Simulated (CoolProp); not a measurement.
Vapour-liquid equilibrium of n-butane (1) + R113 (2) at 284.4 K; x and y are mole fractions of (1).

Values from CoolProp's multi-fluid Helmholtz-energy mixture model, Bücker 2006 and Marx 1992; pair parameters Bell 2016.

```
x     bubble pressure (bar)  y at the bubble point  dew pressure at overall composition x (bar)  liquid density (mol/L)
----  ---------------------  ---------------------  -------------------------------------------  ----------------------
0.05                 0.3413                  0.292                                       0.2647                   8.581
0.2                  0.5825                  0.642                                       0.3076                   8.786
0.35                 0.7921                  0.778                                       0.3668                   9.002
0.5                       ?                  0.854                                       0.4537                   9.231
0.65                  1.150                  0.906                                       0.5922                   9.475
0.8                   1.317                  0.948                                       0.8402                       ?
0.95                  1.490                      ?                                        1.324                   10.02
```

Task: What belongs in the gaps?

Result: 
- 0.5, bubble pressure (bar): 0.9781
- 0.8, liquid density (mol/L): 9.738
- 0.95, y at the bubble point: 0.987

No azeotrope shows between x = 0.05 and 0.95.

The pair parameters rest on a limited set of measurements; away from them the model extrapolates.
